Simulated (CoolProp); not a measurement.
Computed with CoolProp (reference Helmholtz-energy equation of state, Thol 2015).

### Question
Give the vapour pressure (MPa), liquid density (kg/m³), vapour density (kg/m³), liquid cp (kJ/(kg K)) of saturated octamethylcyclotetrasiloxane (D4) at 173.15, 229.45 °C.

### Answer
```
T (°C)  p (MPa)  liquid density (kg/m³)  vapour density (kg/m³)  liquid cp (kJ/(kg K))
------  -------  ----------------------  ----------------------  ---------------------
173.15   0.0948                     769                    8.18                   1.99
229.45    0.332                     682                    28.9                   2.15
```
